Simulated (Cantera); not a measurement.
Low-pressure radical oxidation in H2/O2

An isothermal, constant-pressure homogeneous reactor starts with 0.537 % H2, 99.5 % O2, at 975 K and 2670 Pa.

Computed with Cantera and GRI-Mech 3.0 (53 species, 325 reactions). Radical loss at walls, strong at low pressure, is not modelled.

| t (s) | x H2 | x O2 | x H2O2 | x HO2 | x O | x H2O | x OH |
|---|---|---|---|---|---|---|---|
| 6.00e-6 | 0.00537 | 0.995 | <1e-12 | <1e-12 | <1e-12 | <1e-12 | <1e-12 |
| 1.60e-5 | 0.00537 | 0.995 | <1e-12 | <1e-12 | <1e-12 | <1e-12 | <1e-12 |
| 4.24e-5 | 0.00537 | 0.995 | <1e-12 | 2.20e-12 | <1e-12 | <1e-12 | <1e-12 |
| 0.000113 | 0.00537 | 0.995 | <1e-12 | 5.90e-12 | 2.77e-12 | <1e-12 | 2.61e-12 |
| 0.000300 | 0.00537 | 0.995 | <1e-12 | 1.59e-11 | 1.27e-11 | 2.82e-12 | 1.08e-11 |
| 0.000799 | 0.00537 | 0.995 | <1e-12 | 4.32e-11 | 5.70e-11 | 2.86e-11 | 3.97e-11 |
| 0.00212 | 0.00537 | 0.995 | <1e-12 | 1.25e-10 | 3.90e-10 | 3.41e-10 | 2.18e-10 |
| 0.00565 | 0.00537 | 0.995 | <1e-12 | 9.10e-10 | 1.38e-8 | 1.55e-8 | 7.16e-9 |
| 0.0150 | 0.00522 | 0.994 | 4.05e-9 | 2.74e-6 | 0.000104 | 0.000122 | 5.30e-5 |
| 0.0400 | 5.65e-5 | 0.993 | 3.98e-8 | 2.40e-6 | 0.00131 | 0.00522 | 0.000142 |
| 0.106 | 3.78e-6 | 0.994 | 1.82e-8 | 9.45e-7 | 0.000364 | 0.00535 | 5.26e-5 |
| 0.283 | 6.45e-7 | 0.995 | 1.40e-8 | 3.85e-7 | 7.51e-5 | 0.00537 | 2.36e-5 |
| 0.752 | 1.03e-7 | 0.995 | 8.60e-9 | 1.26e-7 | 1.32e-5 | 0.00538 | 1.00e-5 |
| 2.00 | 1.56e-8 | 0.995 | 3.72e-9 | 3.43e-8 | 2.35e-6 | 0.00538 | 4.30e-6 |
x: mole fraction; the columns are a selection and need not sum to one.

Equilibrium at this temperature and pressure: H2 1.35e-12, O2 0.995, H2O2 1.78e-12, HO2 1.86e-10, O 4.44e-10, H2O 0.00539, OH 5.92e-8 (gas phase only).
